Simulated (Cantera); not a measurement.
# Equilibrium for sublimation and decomposition of ceramics: TiC + H₂

Charge: 1 mol TiC, 4.7 mol H₂, held at 0.0100 bar.

These are equilibrium values from Cantera (NASA tables, ideal gas, pure condensed phases), not measurements of a reactor. Candidate condensed phases: C, C₆H₆, C₇H₈, C₈H₁₈, Ti, TiC; 77 gas species. TiC: taken at fixed stoichiometry. Equilibrium is a limit: real reactors are often held back by kinetics, nucleation or transport.

```
T (°C)   x H₂     x H      x Ti      x C₃  x C₂H₂ (acetylene)  n TiC(s)
------  -----  ------  --------  --------  ------------------  --------
1802    0.974  0.0263   6.22e-6  2.01e-12             2.98e-6     1.000
1902    0.952  0.0476   2.33e-5  5.72e-11             1.14e-5     1.000
2002    0.919  0.0814   7.77e-5   1.20e-9             3.84e-5     1.000
2102    0.868   0.131  0.000232   1.98e-8            0.000114     0.999
2202    0.798   0.201  0.000630   2.64e-7            0.000307     0.997
2302    0.707   0.291   0.00156   2.94e-6            0.000741     0.991
2402    0.596   0.399   0.00360   2.78e-5             0.00160     0.979
2502    0.473   0.515   0.00783  0.000218             0.00300     0.950
2602    0.350   0.626    0.0168   0.00131             0.00454     0.882
2702    0.236   0.710    0.0368   0.00552             0.00515     0.711
```
x: gas mole fraction; n: condensed amount in mol.

From 1802 °C to 2702 °C the condensed part is TiC(s). The main Ti-bearing gas is Ti throughout.
